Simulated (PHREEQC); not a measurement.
Copper plating or etch bath

Solution (20 °C): 0.0022 mol CuSO4, 0.0065 mol HCl and 0.00057 mol NaCl per kg of water. Closed to the air; pH follows from the charge balance.

Model: ion-association model, phreeqc.dat, run in PHREEQC.

```
Property                      Result
--------------------  --------------
pH                              2.27
ionic strength        0.0139 mol/kgw
specific conductance      2540 µS/cm
total alkalinity        -6.50 meq/kg
```

| species | molality | activity | log γ |
|---|---|---|---|
| Cl- | 0.00705 | 0.00625 | -0.052 |
| H+ | 0.00600 | 0.00542 | -0.044 |
| Cu+2 | 0.00195 | 0.00125 | -0.194 |
| SO4-2 | 0.00147 | 0.000929 | -0.201 |
| Na+ | 0.000567 | 0.000505 | -0.050 |
| HSO4- | 0.000495 | 0.000440 | -0.051 |
| CuSO4 | 0.000228 | 0.000229 | 0.001 |
| CuCl+ | 1.85e-5 | 1.64e-5 | -0.052 |
| NaSO4- | 2.55e-6 | 2.28e-6 | -0.049 |

No solid was allowed to form.
